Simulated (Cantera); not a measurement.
An adiabatic, constant-volume homogeneous reactor starts with C3H8 : O2 : N2 : H2O = 1 : 2.27 : 8.55 : 1 (molar parts), at 1775 K and 8250 Torr. Integrator tolerance rtol = 1e-08.

Detailed kinetics in Cantera: GRI-Mech 3.0 (53 species, 325 reactions). GRI-Mech 3.0 was tuned for natural gas; its chemistry of propane as a main component is partial and can be far from experiment.

What does this change do: pressure from 8250 Torr to 750 Torr?


| quantity | before | after |
|---|---|---|
| time of steepest temperature rise | 2.53 µs | 16.3 µs |
| temperature at 1.00 s | 2972 K | 2837 K |
| equilibrium temperature | 2972 K | 2837 K |
| x(C3H8) at 1.00 s | <1e-12 (gas-phase equilibrium <1e-12) | <1e-12 (gas-phase equilibrium <1e-12) |
| x(O2) at 1.00 s | 4.57e-5 (gas-phase equilibrium 4.57e-5) | 0.000194 (gas-phase equilibrium 0.000194) |
| x(H2O) at 1.00 s | 0.131 (gas-phase equilibrium 0.131) | 0.125 (gas-phase equilibrium 0.125) |
| x(C2H2) at 1.00 s | 1.62e-11 (gas-phase equilibrium 1.78e-11) | <1e-12 (gas-phase equilibrium <1e-12) |
| x(CH2) at 1.00 s | 3.19e-10 (gas-phase equilibrium 3.47e-10) | 1.72e-11 (gas-phase equilibrium 1.82e-11) |

What does this change do: pressure from 8250 Torr to 720 Torr?


```tsv
quantity	before	after
time of steepest temperature rise	2.53 µs	16.9 µs
temperature at 1.00 s	2972 K	2835 K
equilibrium temperature	2972 K	2835 K
x(C3H8) at 1.00 s	<1e-12 (gas-phase equilibrium <1e-12)	<1e-12 (gas-phase equilibrium <1e-12)
x(O2) at 1.00 s	4.57e-5 (gas-phase equilibrium 4.57e-5)	0.000198 (gas-phase equilibrium 0.000198)
x(H2O) at 1.00 s	0.131 (gas-phase equilibrium 0.131)	0.125 (gas-phase equilibrium 0.125)
x(C2H2) at 1.00 s	1.62e-11 (gas-phase equilibrium 1.78e-11)	<1e-12 (gas-phase equilibrium <1e-12)
x(CH2) at 1.00 s	3.19e-10 (gas-phase equilibrium 3.47e-10)	1.63e-11 (gas-phase equilibrium 1.73e-11)
```

What does this change do: C3H8 1 to 0.36 parts?


| quantity | before | after |
|---|---|---|
| time of steepest temperature rise | 2.53 µs | 2.17 µs |
| temperature at 1.00 s | 2972 K | 3031 K |
| equilibrium temperature | 2972 K | 3031 K |
| x(C3H8) at 1.00 s | <1e-12 (gas-phase equilibrium <1e-12) | <1e-12 (gas-phase equilibrium <1e-12) |
| x(O2) at 1.00 s | 4.57e-5 (gas-phase equilibrium 4.57e-5) | 0.0370 (gas-phase equilibrium 0.0370) |
| x(H2O) at 1.00 s | 0.131 (gas-phase equilibrium 0.131) | 0.166 (gas-phase equilibrium 0.166) |
| x(C2H2) at 1.00 s | 1.62e-11 (gas-phase equilibrium 1.78e-11) | <1e-12 (gas-phase equilibrium <1e-12) |
| x(CH2) at 1.00 s | 3.19e-10 (gas-phase equilibrium 3.47e-10) | <1e-12 (gas-phase equilibrium <1e-12) |
Above 3000 K some thermodynamic fits are extrapolated.
